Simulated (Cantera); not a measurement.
A closed system holds: 1 mol PbO, 0.02 mol O2, 29 mol N2, equilibrated at 0.518 Torr.

Equilibrium computed with Cantera from the NASA thermochemical tables; the gas is ideal and each condensed phase is pure. Candidate condensed phases: Pb, PbO, PbO2, Pb3O4; 12 gas species. Equilibrium is a limit: real reactors are often held back by kinetics, nucleation or transport. All values below are at 925 °C.

Base state: N2 0.963, PbO 0.0268, Pb 0.00636, O2 0.00383, NO 2.88e-5 (mole fractions); condensed: gas only.

Task: What changes in the equilibrium state with this change: O2 from 0.02 to 0.32 mol?

Result: 
```csv
species,before,after
N2,0.963,0.955
PbO,0.0268,0.0291
O2,0.00383,0.0124
Pb,0.00636,0.00383
NO,2.88e-5,5.16e-5
```
